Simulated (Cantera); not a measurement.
Feed: 1 mol Si, 1.2 mol Cl2, 6.5 mol H2, held at 1375 K and 0.100 bar.

Equilibrium computed with Cantera from the NASA thermochemical tables; the gas is ideal and each condensed phase is pure. Candidate condensed phases: Si; 19 gas species. The tables' values for SiCl3 are old estimates; treat these amounts as uncertain. Rates play no part.

Base state: H2 0.804, HCl 0.116, SiCl2 0.0482, SiCl4 0.0134, SiCl3 0.0118, SiHCl3 0.00591, SiH2Cl2 0.000388 (mole fractions); condensed: Si(s).

Problem. What changes in the equilibrium state with this change: Cl2 from 1.2 to 0.51 mol?

Solution. 
```json
[
 {"species": "H2", "before": "0.804", "after": "0.892"},
 {"species": "HCl", "before": "0.116", "after": "0.0799"},
 {"species": "SiCl2", "before": "0.0482", "after": "0.0206"},
 {"species": "SiCl4", "before": "0.0134", "after": "0.00245"},
 {"species": "SiCl3", "before": "0.0118", "after": "0.00331"},
 {"species": "SiHCl3", "before": "0.00591", "after": "0.00174"},
 {"species": "SiH2Cl2", "before": "0.000388", "after": "0.000184"},
 {"species": "H", "before": "9.72e-6", "after": "1.02e-5"},
 {"species": "Si(s), mol", "before": "0.402", "after": "0.803"}
]
```
